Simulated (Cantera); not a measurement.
# Adiabatic ignition

An adiabatic, constant-pressure homogeneous reactor starts with 10.4 % CH₄, 18.8 % O₂, 70.8 % N₂, equivalence ratio 1.1, at 1075 K and 11.0 bar.

Model: GRI-Mech 3.0 (53 species, 325 reactions), integrated in Cantera.

| t (s) | T (K) | x CH₄ | x O₂ | x OH | x HCN | x N₂O | x C₂H₄ | x CH₃ |
|---|---|---|---|---|---|---|---|---|
| 6.00e-6 | 1075 | 0.104 | 0.188 | <1e-12 | <1e-12 | <1e-12 | <1e-12 | 4.23e-9 |
| 2.11e-5 | 1075 | 0.104 | 0.188 | 3.48e-12 | <1e-12 | <1e-12 | <1e-12 | 1.52e-8 |
| 7.40e-5 | 1075 | 0.104 | 0.188 | 1.45e-11 | <1e-12 | <1e-12 | <1e-12 | 5.76e-8 |
| 0.000260 | 1075 | 0.104 | 0.188 | 7.76e-11 | <1e-12 | <1e-12 | 5.90e-11 | 2.60e-7 |
| 0.000912 | 1075 | 0.104 | 0.188 | 3.74e-10 | <1e-12 | 2.24e-12 | 4.47e-9 | 1.07e-6 |
| 0.00320 | 1075 | 0.103 | 0.188 | 6.75e-10 | <1e-12 | 1.55e-11 | 7.05e-8 | 1.54e-6 |
| 0.0112 | 1077 | 0.103 | 0.188 | 2.73e-9 | <1e-12 | 1.36e-10 | 1.42e-6 | 2.95e-6 |
| 0.0395 | 2706 | <1e-12 | 0.00327 | 0.00687 | 6.31e-9 | 6.48e-7 | <1e-12 | <1e-12 |
| 0.139 | 2706 | <1e-12 | 0.00327 | 0.00687 | 6.31e-9 | 6.48e-7 | <1e-12 | <1e-12 |
| 0.487 | 2706 | <1e-12 | 0.00327 | 0.00687 | 6.31e-9 | 6.48e-7 | <1e-12 | <1e-12 |
| 1.71 | 2706 | <1e-12 | 0.00327 | 0.00687 | 6.31e-9 | 6.48e-7 | <1e-12 | <1e-12 |
| 6.00 | 2706 | <1e-12 | 0.00327 | 0.00687 | 6.31e-9 | 6.48e-7 | <1e-12 | <1e-12 |
x: mole fraction; the columns are a selection and need not sum to one.

```yaml
time_of_steepest_temperature_rise: 23.5 ms
temperature at 6.00 s: 2706 K
equilibrium_temperature: 2706 K
x(CH₄) at 6.00 s: <1e-12 (gas-phase equilibrium <1e-12)
x(O₂) at 6.00 s: 0.00327 (gas-phase equilibrium 0.00327)
x(OH) at 6.00 s: 0.00687 (gas-phase equilibrium 0.00687)
```
